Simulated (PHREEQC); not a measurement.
Consider water at 20 °C with 21 mmol/kgw H2S. Closed to the air; pH follows from the charge balance.

The numbers come from PHREEQC with the ion-association model, phreeqc.dat.

```tsv
quantity	before	after
pH	4.34	4.19
ionic strength (mol/kgw)	4.56e-5	6.46e-5
HS- (mol/kgw)	4.56e-5	6.46e-5
```

Question: Which change was made?
(A) H2S from 0.021 to 0.0231 mol/kgw
(B) H2S from 0.021 to 0.042 mol/kgw
(C) 0.011 mol/kgw Na2SO4 added

Answer: B, H2S from 0.021 to 0.042 mol/kgw

Precipitation was switched off in this run.
